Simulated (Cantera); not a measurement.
**Thermodynamics of boron, boron nitride and boron oxide, feed BCl₃ + O₂ + N₂**

Charge: 1 mol BCl₃, 3.5 mol O₂, 0.73 mol N₂, at 602 °C and 0.00160 bar.

Method: chemical equilibrium by Gibbs-energy minimisation in Cantera with the NASA 1993 tables (ideal gas, pure condensed phases). Candidate condensed phases: B, BN, B₂O₃; 25 gas species. Kinetics and transport are ignored.

- x(O₂): 0.552
- x(Cl₂): 0.301
- x(N₂): 0.147
- x(Cl): 0.000632
- x(NO): 4.55e-6
- x(ClO): 1.72e-6
- n(B₂O₃(l)): 0.500 mol
- gas amount: 4.982 mol
- log10 activity of B(s) (absent): -28.94
